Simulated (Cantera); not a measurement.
A diamond (100) surface in a fixed gas of H2 with x(CH4) = 0.0033, x(H) = 0.02, x(CH3) = 5.3e-05, at 1173 K; coverages are run to steady state.

Computed with Cantera and the Harris–Goodwin 1993 mechanism for the reconstructed diamond (100) surface.

θ: site fractions in the mechanism's names (c6HH fully hydrogenated, c6H* and c6*H radical sites, c6** diradical, c6HM methylated).

```
P (Pa)  growth (µm/h)  θ c6HH  θ c6H*  θ c6*H  θ c6**    θ c6HM
------  -------------  ------  ------  ------  ------  --------
670             0.107   0.457  0.0356   0.480  0.0271  0.000190
1000            0.201   0.457  0.0356   0.480  0.0271  0.000252
1600            0.410   0.456  0.0356   0.480  0.0271  0.000336
2500                ?   0.456  0.0356   0.480  0.0271         ?
3900             1.42   0.456  0.0357   0.480  0.0271  0.000499
6000             2.46   0.456  0.0358   0.480  0.0272  0.000566
9300                ?   0.456  0.0359   0.480  0.0272  0.000621
14000            6.62   0.456  0.0361   0.479  0.0272  0.000661
```

Problem. Some entries are withheld; supply them.

Solution. 
- 2500, growth (µm/h): 0.781
- 2500, θ c6HM: 0.000419
- 9300, growth (µm/h): 4.15
